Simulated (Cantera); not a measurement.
Charge: 1 mol CH2F2, 0.024 mol CH4, 2.9 mol H2, at 2075 K and 0.120 bar.

Equilibrium computed with Cantera from the NASA thermochemical tables; the gas is ideal and each condensed phase is pure. Candidate condensed phases: C, C6H6, C7H8, C8H18; 95 gas species. Equilibrium is a limit: real reactors are often held back by kinetics, nucleation or transport.

Base state: H2 0.590, HF 0.403, H 0.00591, C2H2 (acetylene) 0.000732, CH4 1.47e-5 (mole fractions); condensed: C(graphite).

Question: What changes in the equilibrium state with this change: pressure from 0.120 bar to 44.0 mbar?

Answer: 
| species | before | after |
|---|---|---|
| H2 | 0.590 | 0.587 |
| HF | 0.403 | 0.402 |
| H | 0.00591 | 0.00973 |
| CH4 | 1.47e-5 | 5.32e-6 |
| C2H2 (acetylene) | 0.000732 | 0.000729 |
| C(graphite), mol | 1.02 | 1.02 |

Question: What changes in the equilibrium state with this change: pressure from 0.120 bar to 18.0 mbar?

Answer: 
```json
[
 {"species": "H2", "before": "0.590", "after": "0.583"},
 {"species": "HF", "before": "0.403", "after": "0.401"},
 {"species": "H", "before": "0.00591", "after": "0.0152"},
 {"species": "CH4", "before": "1.47e-5", "after": "2.14e-6"},
 {"species": "C2H2 (acetylene)", "before": "0.000732", "after": "0.000723"},
 {"species": "C(graphite), mol", "before": "1.02", "after": "1.02"}
]
```
